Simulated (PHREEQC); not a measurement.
A solution holds 32 mmol/kgw HF, 0.0184 mmol/kgw NaF and 1.02 mmol/kgw (NH4)2SiF6, at 25 °C. Closed to the air; pH follows from the charge balance.

The numbers come from PHREEQC with the ion-association model, phreeqc.dat.

This is a speciation only: nothing precipitates in the calculation.

Q: Predict the pH, ionic strength.

A: pH 2.35; ionic strength 0.00792 mol/kgw.

Q: In which forms is F present?

A: HF 70 %, SiF6-2 16 %, F- 12 %, HF2- 2.4 % of the F.

SiF6-2 is the database's only silicon fluoride.
